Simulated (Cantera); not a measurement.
What does this Cantera script print?

```python
import numpy as np
import cantera as ct

gas = ct.Solution("gri30.yaml")
gas.TPX = 1273, 500000, {'CO': 0.017, 'O2': 0.0036, 'H2O': 0.00075, 'N2': 1}
reactor = ct.IdealGasConstPressureReactor(gas, energy="off", clone=False)
net = ct.ReactorNet([reactor])
net.rtol, net.atol = 1e-08, 1e-18
show = ['CO', 'O2', 'H2O', 'NO2', 'H']
times = np.geomspace(6e-05, 2, 10)

steps = ct.SolutionArray(gas, extra=["t"])
rows = []
print(f"{'t/s':>10s}{'T/K':>9s}{'P/Pa':>11s}" + "".join(f"{s:>11s}" for s in show))
for t in times:
    while net.time < t:
        t_next = net.step()
        steps.append(gas.state, t=t_next)
    rows.append([np.interp(t, steps.t, y) for y in (steps.T, steps.P, *steps(*show).X.T)])
    print(f"{t:10.3e}{rows[-1][0]:9.1f}{rows[-1][1]:11.4g}" + "".join(f"{x:11.3e}" for x in rows[-1][2:]))
rate = np.gradient(steps.T, steps.t)
print("integrator steps:", len(steps.t))
if steps.T.max() > steps.T[0] + 200:
    print(f"time of steepest temperature rise: {steps.t[rate.argmax()]:.4e} s")
gas.TPX = 1273, 500000, {'CO': 0.017, 'O2': 0.0036, 'H2O': 0.00075, 'N2': 1}
gas.equilibrate("TP")
print(f"equilibrium (TP): T = {gas.T:.1f} K  " + "  ".join(f"{s} {gas[s].X[0]:.3e}" for s in show))
```

It prints:

```
       t/s      T/K       P/Pa         CO         O2        H2O        NO2          H
 6.000e-05   1273.0      5e+05  1.664e-02  3.525e-03  7.343e-04  3.141e-23  7.145e-11
 1.909e-04   1273.0      5e+05  1.664e-02  3.525e-03  7.343e-04  4.566e-21  4.984e-10
 6.071e-04   1273.0      5e+05  1.664e-02  3.525e-03  7.343e-04  1.396e-18  4.766e-09
 1.931e-03   1273.0      5e+05  1.663e-02  3.515e-03  7.335e-04  7.233e-14  4.452e-07
 6.142e-03   1273.0      5e+05  1.202e-02  1.194e-03  6.552e-04  1.108e-09  5.478e-05
 1.954e-02   1273.0      5e+05  9.358e-03  7.165e-08  4.644e-04  1.517e-12  1.394e-05
 6.214e-02   1273.0      5e+05  9.335e-03  1.490e-09  4.424e-04  1.822e-13  2.427e-06
 1.977e-01   1273.0      5e+05  9.327e-03  1.133e-10  4.343e-04  3.547e-14  5.462e-07
 6.288e-01   1273.0      5e+05  9.323e-03  1.499e-11  4.301e-04  1.168e-14  1.367e-07
 2.000e+00   1273.0      5e+05  9.320e-03  2.978e-12  4.276e-04  3.686e-15  3.024e-08
integrator steps: 1928
equilibrium (TP): T = 1273.0 K  CO 9.311e-03  O2 9.907e-16  H2O 4.185e-04  NO2 4.741e-20  H 5.729e-09
```

Cantera simulation using GRI-Mech 3.0 (53 species, 325 reactions); the numbers are that mechanism's predictions, not measurements.
